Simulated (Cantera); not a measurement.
Feed: 1 mol C₂F₆, 0.092 mol HCl, at 600 K and 1330 Pa.

Cantera equilibrium calculation (NASA polynomials, part measured and part estimated; ideal gas, pure solids and liquids). Candidate condensed phases: C, C₆H₆, C₇H₈, C₈H₁₈; 118 gas species. The feed counts by its element totals alone. Condensed phases not in the tables: fluorocarbon polymer. Gases not in the tables: C₂F₆ and larger saturated fluorocarbons. Kinetics and transport are ignored.

Base state: CF₄ 0.937, HCl 0.0512, HF 0.00654, CClF₃ 0.00370, Cl₂ 0.00137, CCl₂F₂ 4.41e-5 (mole fractions); condensed: C(graphite).

**Question.** What changes in the equilibrium state with this change: 0.003 mol H₂ added?

**Answer.** 
| species | before | after |
|---|---|---|
| CF₄ | 0.937 | 0.935 |
| HCl | 0.0512 | 0.0529 |
| HF | 0.00654 | 0.00848 |
| CCl₂F₂ | 4.41e-5 | 2.78e-5 |
| Cl₂ | 0.00137 | 0.000866 |
| C(graphite), mol | 0.501 | 0.502 |
